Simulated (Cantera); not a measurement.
Charge: 1 mol Si2H6, 9.6 mol CO2, 78 mol N2, held at 0.530 bar.

These are equilibrium values from Cantera (NASA tables, ideal gas, pure condensed phases), not measurements of a reactor. Candidate condensed phases: C, C6H6, C7H8, C8H18, H2O, Si, SiC, SiO2, Si2N2O, Si3N4; 151 gas species. The feed counts by its element totals alone. Equilibrium is a limit: real reactors are often held back by kinetics, nucleation or transport.

Over these rows the condensed part is C(graphite) + SiO2(α-quartz). Partial pressures as log10 of bar:

| T (K) | 1000/T (1/K) | log p CO | log p N2 | log p CO2 | log p H2O |
|---|---|---|---|---|---|
| 548 | 1.8248 | -4.31 | -0.32 | -1.42 | -1.80 |
| 598 | 1.6722 | ? | -0.32 | -1.41 | -1.85 |
| 648 | 1.5432 | -3.02 | -0.33 | -1.40 | -1.91 |
| 698 | 1.4327 | -2.52 | -0.33 | -1.41 | -2.00 |
| 748 | 1.3369 | -2.10 | -0.33 | -1.42 | -2.12 |
| 798 | 1.2531 | -1.75 | -0.34 | -1.48 | -2.28 |

**Question.** Fit log p(CO) = a + b·(1000/T) to the five rows, give the apparent enthalpy, and predict the row at 598 K.

**Answer.** Means: 1000/T = 1.4781, log p = -2.740. Sxy = -0.885653, Sxx = 0.1970625, so b = -4.49 and a = -2.740 − (-4.49)×1.4781 = 3.90.
Apparent enthalpy: −19.145 × (-4.49) = 86 kJ/mol. With the condensed phases at unit activity, 1/2 C(graphite) + 1/2 CO2(g) = CO(g) links this pressure to the main gases: over the six rows their terms move log p by -0.03 in all, so the slope is close to that reaction's ΔH°. The five rows lie within 0.02 of the line.
Prediction at 598 K: 3.90 + (-4.49)×1.6722 = -3.61. The computed value is -3.61, 0.00 from the line.
